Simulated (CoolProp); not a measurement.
The numbers come from the reference Helmholtz-energy equation of state, Thol 2016 in CoolProp.

**Question.** For hexamethyldisiloxane (MM), give the phase and the density (kg/m³), cp (kJ/(kg K)), cv (kJ/(kg K)), Joule-Thomson coefficient (K/MPa) at -49.85 °C and 245 kPa; 144.75 °C and 105 kPa.

**Answer.** 
- -49.85 °C and 245 kPa: liquid; density 837, cp 1.75, cv 1.39, Joule-Thomson coefficient -0.500
- 144.75 °C and 105 kPa: gas; density 5.13, cp 1.83, cv 1.77, Joule-Thomson coefficient 17.7
